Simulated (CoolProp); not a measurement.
Vapour-liquid equilibrium of trans-2-butene (1) + acetone (2) at 331.7 K; x and y are mole fractions of (1).

Model: multi-fluid Helmholtz-energy mixture model, Lemmon 2005 and Lemmon 2006; pair parameters Bell 2016, in CoolProp.

```
x      bubble pressure, mixture model (bar)  bubble pressure, Raoult's law (bar)  y, mixture model  y, Raoult's law
-----  ------------------------------------  -----------------------------------  ----------------  ---------------
0.05                                  1.717                                1.347             0.374            0.223
0.125                                 2.521                                1.715             0.593            0.438
0.2                                   3.179                                2.083             0.692            0.577
0.275                                 3.704                                2.451             0.749            0.674
0.35                                  4.117                                2.819             0.785            0.746
0.425                                 4.443                                3.187             0.811            0.801
0.5                                   4.707                                3.555             0.831            0.845
0.575                                 4.930                                3.923             0.849            0.881
0.65                                  5.131                                4.291             0.866            0.910
0.725                                 5.322                                4.659             0.884            0.935
0.8                                   5.513                                5.027             0.906            0.956
0.875                                 5.705                                5.395             0.933            0.974
0.95                                  5.893                                5.763             0.969            0.990
```

The largest gap from Raoult's law is +52.6 % in bubble pressure, at x = 0.2. No azeotrope shows between x = 0.05 and 0.95.

Pair parameters are fitted to limited data, so mixtures are less certain than the pure fluids. With so large a gap from Raoult's law the liquid may split in two, which this calculation doesn't test in full.
